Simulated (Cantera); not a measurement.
Mixture: CH₄ : O₂ : N₂ : H₂O = 1 : 1.25 : 4.7 : 0.27 (molar parts), equivalence ratio 1.6, at 500000 Pa, adiabatic and at constant pressure. Ignition delay is the time to a rise of 400 K.

Computed with Cantera and GRI-Mech 3.0 (53 species, 325 reactions).

Problem. Predict: delay at 1050 K; delay at 1100 K; delay at 1150 K; delay at 1200 K; delay at 1250 K; delay at 1300 K; delay at 1350 K; apparent activation energy between 1250 and 1350 K.

Solution. 
- delay at 1050 K = 0.104 s
- delay at 1100 K = 50.4 ms
- delay at 1150 K = 25.6 ms
- delay at 1200 K = 13.4 ms
- delay at 1250 K = 7.26 ms
- delay at 1300 K = 4.02 ms
- delay at 1350 K = 2.28 ms
- apparent activation energy between 1250 and 1350 K = 160 kJ/mol
